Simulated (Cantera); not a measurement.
A Cantera script and its output.

```python
import numpy as np
import cantera as ct

surf = ct.Interface("diamond.yaml", "diamond_100")
gas, bulk = surf.adjacent["gas"], surf.adjacent["diamond"]
k = surf.kinetics_species_index(bulk.species_names[0])
cover = ["c6HH", "c6H*", "c6*H", "c6**", "c6HM", "c6B"]

rows, drift = [], 0.0
print(f"{'T':>10s}{'um/h':>11s}" + "".join(f"{s:>11s}" for s in cover))
for v in [950, 1000, 1050, 1100, 1150, 1200, 1250, 1300, 1350, 1400]:
    T, P, xH, xCH3 = v, 7700, 0.02, 6.2e-05
    gas.TPX = T, P, {"H": xH, "CH3": xCH3, "CH4": 0.013, "H2": 1 - xH - xCH3 - 0.013}
    surf.TP = bulk.TP = T, P
    surf.coverages = "c6H*:0.1, c6HH:0.9"
    surf.advance_coverages(100.0)
    before = surf.coverages
    surf.advance_coverages(100.0)
    drift = max(drift, np.max(np.abs(surf.coverages - before) / (surf.coverages + 1e-9)))
    rate = surf.net_production_rates[k] * bulk.mean_molecular_weight / bulk.density * 3.6e9
    rows.append([rate, *surf[cover].coverages])
    print(f"{v:10.4g}{rate:11.4e}" + "".join(f"{x:11.3e}" for x in rows[-1][1:]))
```

Result:

```
         T       um/h       c6HH       c6H*       c6*H       c6**       c6HM        c6B
       950 1.9833e+00  6.416e-01  1.440e-02  3.345e-01  6.743e-03  2.091e-03  5.382e-09
      1000 2.5230e+00  5.953e-01  1.860e-02  3.740e-01  9.821e-03  1.685e-03  6.846e-09
      1050 3.0854e+00  5.514e-01  2.323e-02  4.097e-01  1.373e-02  1.359e-03  8.373e-09
      1100 3.5929e+00  5.104e-01  2.820e-02  4.412e-01  1.853e-02  1.080e-03  9.750e-09
      1150 3.8864e+00  4.725e-01  3.340e-02  4.685e-01  2.424e-02  8.195e-04  1.055e-08
      1200 3.7593e+00  4.378e-01  3.876e-02  4.916e-01  3.085e-02  5.637e-04  1.020e-08
      1250 3.1854e+00  4.061e-01  4.418e-02  5.107e-01  3.834e-02  3.357e-04  8.644e-09
      1300 2.4772e+00  3.774e-01  4.958e-02  5.261e-01  4.664e-02  1.729e-04  6.722e-09
      1350 1.9692e+00  3.513e-01  5.489e-02  5.379e-01  5.566e-02  8.069e-05  5.344e-09
      1400 1.7313e+00  3.277e-01  6.007e-02  5.467e-01  6.531e-02  3.595e-05  4.698e-09
```

Model: the Harris–Goodwin 1993 mechanism for the reconstructed diamond (100) surface, integrated in Cantera.
